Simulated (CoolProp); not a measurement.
Vapour-liquid equilibrium of R143a (1) + n-butane (2) at 253.3 K; x and y are mole fractions of (1).

Computed with CoolProp (multi-fluid Helmholtz-energy mixture model, Lemmon and Jacobsen 2000 and Bücker 2006; pair parameters Bell 2016).

```tsv
x	bubble pressure (kPa)	y at the bubble point	dew pressure at overall composition x (kPa)	liquid density (mol/L)
0.05	105.6	0.577	47.90	10.77
0.125	166.2	0.740	51.97	10.88
0.2	203.5	0.795	56.78	10.99
0.275	226.4	0.821	62.57	11.11
0.35	241.2	0.837	…	11.23
0.425	251.4	0.848	78.53	11.37
0.5	259.6	…	89.95	11.52
0.575	267.1	0.866	105.2	11.67
0.65	274.7	0.877	…	11.85
0.725	283.0	0.891	158.0	12.04
0.8	292.0	0.910	207.9	12.25
0.875	301.5	…	273.2	12.49
0.95	…	0.969	306.2	12.75
```

Question: What belongs in the gaps?

Answer: 
- 0.35, dew pressure at overall composition x (kPa): 69.66
- 0.5, y at the bubble point: 0.857
- 0.65, dew pressure at overall composition x (kPa): 126.5
- 0.875, y at the bubble point: 0.935
- 0.95, bubble pressure (kPa): 311.1

No azeotrope shows between x = 0.05 and 0.95.

The pair parameters rest on a limited set of measurements; away from them the model extrapolates. With so large a gap from Raoult's law the liquid may split in two, which this calculation doesn't test in full.
